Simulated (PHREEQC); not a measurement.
0.014 g of hydrous ferric oxide (600 m²/g; 0.2 weak and 0.005 strong sites per Fe, Dzombak-Morel constants, diffuse double layer) in 1 kg of water with 0.005 mol/kgw of an inert sodium salt and 0.0036 mmol/kgw BaCl2, at 25 °C; the pH is set by adding NaOH or the inert anion's acid. Oxygen alone is held at its pressure in air (log pO2 = -0.68). The system is closed to CO2. Precipitation was switched off in this run.

Base run: PHREEQC, ion-association model, wateq4f.dat. Each further column changes one thing. The table gives surface potential ψ (mV).

```json
[
 {"pH": "4", "base": "194", "background salt from 0.005 to 0.0005 mol/kgw": "216", "oxide from 0.014 to 0.07 g/kgw": "194"},
 {"pH": "5.5", "base": "137", "background salt from 0.005 to 0.0005 mol/kgw": "147", "oxide from 0.014 to 0.07 g/kgw": "137"},
 {"pH": "6.5", "base": "89", "background salt from 0.005 to 0.0005 mol/kgw": "93", "oxide from 0.014 to 0.07 g/kgw": "89"},
 {"pH": "8", "base": "7", "background salt from 0.005 to 0.0005 mol/kgw": "8", "oxide from 0.014 to 0.07 g/kgw": "7"},
 {"pH": "9.5", "base": "-71", "background salt from 0.005 to 0.0005 mol/kgw": "-74", "oxide from 0.014 to 0.07 g/kgw": "-73"},
 {"pH": "10.5", "base": "-116", "background salt from 0.005 to 0.0005 mol/kgw": "-122", "oxide from 0.014 to 0.07 g/kgw": "-123"},
 {"pH": "12", "base": "-162", "background salt from 0.005 to 0.0005 mol/kgw": "-166", "oxide from 0.014 to 0.07 g/kgw": "-170"}
]
```
